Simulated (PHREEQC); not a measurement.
Dissolve 0.031 mol/kgw H3PO4, 1.7e-06 mol/kgw CaSO4 and 3.5e-05 mol/kgw NH4HF2 at 25 °C. Closed to the air; pH follows from the charge balance.

All values are PHREEQC results (ion-association model, phreeqc.dat), not measurements.

Each row changes one thing in this solution. Precipitation was switched off in this run.

```
case                                               pH  ionic strength (mol/kgw)
-----------------------------------------------  ----  ------------------------
as made                                          1.95                    0.0125
CaSO4 left out                                   1.95                    0.0125
H3PO4 left out                                   4.50                   7.37e-5
NH4HF2 replaced by NH4HSO4 at the same molality  1.95                    0.0125
CaSO4 from 1.7e-06 to 1.87e-06 mol/kgw           1.95                    0.0125
diluted 2-fold with water                        2.14                   0.00787
```
